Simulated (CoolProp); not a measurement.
Vapour-liquid equilibrium of m-xylene (1) + n-decane (2) at 448.3 K; x and y are mole fractions of (1).

Model: multi-fluid Helmholtz-energy mixture model, Zhou 2012 and Lemmon 2006; pair parameters Bell 2016, in CoolProp.

```
x      bubble pressure (MPa)  y at the bubble point  dew pressure at overall composition x (MPa)  liquid density (mol/L)
-----  ---------------------  ---------------------  -------------------------------------------  ----------------------
0.05                  0.1115                  0.109                                       0.1073                   4.322
0.125                 0.1225                  0.247                                       0.1127                   4.454
0.2                   0.1331                  0.361                                       0.1185                   4.594
0.275                 0.1436                  0.458                                       0.1250                   4.742
0.35                  0.1539                  0.543                                       0.1320                   4.898
0.425                 0.1642                  0.617                                       0.1399                   5.064
0.5                   0.1744                  0.684                                       0.1485                   5.241
0.575                 0.1847                  0.744                                       0.1582                   5.429
0.65                  0.1950                  0.799                                       0.1691                   5.629
0.725                 0.2053                  0.849                                       0.1813                   5.842
0.8                   0.2158                  0.895                                       0.1952                   6.070
0.875                 0.2263                  0.937                                       0.2112                   6.314
0.95                  0.2369                  0.976                                       0.2297                   6.576
```

No azeotrope shows between x = 0.05 and 0.95.

Pair parameters are fitted to limited data, so mixtures are less certain than the pure fluids.
